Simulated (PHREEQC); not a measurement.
Solution (25 °C): 180 mmol/kgw CuCl2 and 75 mmol/kgw HCl. Closed to the air; pH follows from the charge balance.

The numbers come from PHREEQC with the ion-association model, phreeqc.dat.

The pH comes out as 1.24 and the ionic strength comes out as 0.534 mol/kgw. The activity of water is 0.989 and the density comes out as 1.020 g/cm³. The total alkalinity is -75.0 meq/kg.

```
species  molality  activity   log γ
-------  --------  --------  ------
Cl-         0.393     0.254  -0.190
Cu+2        0.141    0.0345  -0.611
H+         0.0750    0.0572  -0.118
CuCl+      0.0365    0.0235  -0.190
CuCl2     0.00283   0.00320   0.053
CuCl3-    4.47e-6   2.88e-6  -0.190
CuCl4-2   1.75e-8   3.67e-9  -0.677
CuOH+     9.24e-9   5.96e-9  -0.190
```

No solid was allowed to form.
